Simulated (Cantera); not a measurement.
Feed: 1 mol CaCO3, 5.9 mol CO2, at 2200 K and 1.00 bar.

Equilibrium computed with Cantera from the NASA thermochemical tables; the gas is ideal and each condensed phase is pure. Candidate condensed phases: C, Ca, CaCO3, CaO; 15 gas species. Rates play no part.

Question: What is the equilibrium state?

Answer: 
- x(CO2): 0.940
- x(CO): 0.0401
- x(O2): 0.0199
- x(O): 0.000381
- n(CaO(s)): 1.00 mol
- gas amount: 7.043 mol
- log10 activity of C(graphite) (absent): -7.73
- log10 activity of Ca(l) (absent): -8.60
